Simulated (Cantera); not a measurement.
Cantera with NASA thermochemical tables; ideal gases at 1 bar, condensed phases pure. Values are per mole of reaction as written; species without (g) are pure solids or liquids, kept so even where they would boil at 1 bar.

Task: Between 1723 and 2398 K, where is each reaction favourable under standard conditions?
- 3 Li₂O + 3 Cl₂(g) = 6 LiCl(g) + O₃(g)

Result: 
- 3 Li₂O + 3 Cl₂(g) = 6 LiCl(g) + O₃(g): ΔG° is -402 kJ at 1723 K and -743 kJ at 2398 K; it stays negative (K > 1). ΔH° is 385 kJ and ΔS° 470 J/K at 2398 K.
